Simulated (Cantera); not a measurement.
# Adiabatic ignition

An adiabatic, constant-pressure homogeneous reactor starts with 3.20 % CH4, 0.278 % C2H6, 1.31 % C3H8, 7.32 % O2, 80.5 % N2, 7.35 % CO2, at 1150 K and 8.00 bar.

Model: GRI-Mech 3.0 (53 species, 325 reactions), integrated in Cantera. GRI-Mech 3.0 was tuned for natural gas; its chemistry of propane as a main component is partial and can be far from experiment.

```
t (s)     T (K)     x CH4   x C2H6    x C3H8     x HO2     x NO   x CO2      x O2
--------  -----  --------  -------  --------  --------  -------  ------  --------
1.00e-6    1150    0.0320  0.00278    0.0131   7.86e-9   <1e-12  0.0735    0.0732
3.51e-6    1150    0.0320  0.00278    0.0131   5.02e-8   <1e-12  0.0735    0.0732
1.23e-5    1150    0.0320  0.00278    0.0131   2.17e-7   <1e-12  0.0735    0.0732
4.33e-5    1150    0.0320  0.00278    0.0131   7.82e-7   <1e-12  0.0735    0.0732
0.000152   1150    0.0320  0.00278    0.0131   2.19e-6   <1e-12  0.0735    0.0732
0.000534   1150    0.0320  0.00278    0.0130   2.88e-6   <1e-12  0.0735    0.0731
0.00187    1151    0.0320  0.00277    0.0128   3.70e-6   <1e-12  0.0735    0.0730
0.00658    1158    0.0317  0.00271    0.0108   1.22e-5   <1e-12  0.0733    0.0711
0.0231     1704   0.00367  2.59e-6  2.49e-10  3.04e-12  4.57e-8  0.0650   1.68e-8
0.0811     1691   0.00206  7.42e-7  5.41e-11    <1e-12  2.93e-8  0.0607  2.10e-10
0.285      1680   0.00115  1.87e-7  9.08e-12    <1e-12  2.47e-8  0.0568  1.57e-10
1.00       1672  0.000226  6.31e-9    <1e-12    <1e-12  2.56e-8  0.0545  1.24e-10
```
x: mole fraction; the columns are a selection and need not sum to one.

```json
{
 "time_of_steepest_temperature_rise": "8.89 ms",
 "temperature at 1.00 s": "1672 K",
 "equilibrium_temperature": "1671 K",
 "x(CH4) at 1.00 s": "0.000226 (gas-phase equilibrium 2.45e-9)",
 "x(C2H6) at 1.00 s": "6.31e-9 (gas-phase equilibrium <1e-12)",
 "x(C3H8) at 1.00 s": "<1e-12 (gas-phase equilibrium <1e-12)"
}
```
